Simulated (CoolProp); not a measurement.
R11 along the isotherm 484.7 K: density (kg/m³) from the reference equation and from simpler models built on Tc = 471.1 K, pc = 4408 kPa, ω = 0.189; each cubic takes its own stable root.

Computed with CoolProp (reference Helmholtz-energy equation of state, Jacobsen 1992).

| p (kPa) | phase | reference | ideal gas | van der Waals | Redlich-Kwong | Peng-Robinson |
|---|---|---|---|---|---|---|
| 3670 | gas | 188.0 | 125.1 | 180.9 | 187.2 | 193.1 |
| 7350 | supercritical | 860.0 | 250.5 | 651.1 | 759.9 | 820.9 |
| 11000 | supercritical | 971.4 | 374.9 | 733.2 | 889.6 | 976.1 |
| 14700 | supercritical | 1031 | 501.1 | 780.8 | 965.3 | 1064 |
| 18400 | supercritical | 1074 | 627.2 | 814.7 | 1020 | 1127 |
| 22000 | supercritical | 1106 | 749.9 | 840.5 | 1062 | 1175 |
| 25700 | supercritical | 1135 | 876.0 | 862.2 | 1098 | 1215 |
| 29400 | supercritical | 1159 | 1002 | 880.6 | 1128 | 1250 |
| 33100 | supercritical | 1180 | 1128 | 896.6 | 1155 | 1279 |
| 36700 | supercritical | 1199 | 1251 | 910.2 | 1178 | 1305 |
| 40400 | supercritical | 1217 | 1377 | 922.7 | 1199 | 1329 |
| 44100 | supercritical | 1233 | 1503 | 934.0 | 1218 | 1350 |
